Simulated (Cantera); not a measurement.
Mixture: CH₄ : O₂ : N₂ = 1 : 4.88 : 26.8 (molar parts), at 10.0 bar, adiabatic and at constant pressure. Ignition delay is the time to a rise of 400 K.

Model: GRI-Mech 3.0 (53 species, 325 reactions), integrated in Cantera.

Problem. Predict: delay at 1075 K; delay at 1125 K; delay at 1175 K; delay at 1225 K; delay at 1275 K; delay at 1325 K; delay at 1375 K; apparent activation energy between 1275 and 1375 K.

Solution. 
| Quantity | Result |
|---|---|
| delay at 1075 K | 26.2 ms |
| delay at 1125 K | 12.5 ms |
| delay at 1175 K | 6.36 ms |
| delay at 1225 K | 3.40 ms |
| delay at 1275 K | 1.89 ms |
| delay at 1325 K | 1.08 ms |
| delay at 1375 K | 0.638 ms |
| apparent activation energy between 1275 and 1375 K | 160 kJ/mol |
